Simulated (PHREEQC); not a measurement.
Solution (47 °C): 2.4 mol KOH, 0.062 mol CaCl2 and 0.078 mol NaCl per kg of water. Closed to the air; pH follows from the charge balance.

The numbers come from PHREEQC with the Pitzer model, pitzer.dat.

Problem. The ionic strength comes out as 2.66 mol/kgw. What activity coefficients do OH-, Cl-, Na+, K+, Ca+2 get?

Solution. OH- 1.1, Cl- 0.58, Na+ 0.55, K+ 0.70, Ca+2 0.0024. Single-ion values are on the MacInnes scale.

No solid was allowed to form. In brines, pH and single-ion activities rest on the MacInnes convention. At this temperature some constants are extrapolated from 25 °C, and those without enthalpy data are left unchanged.
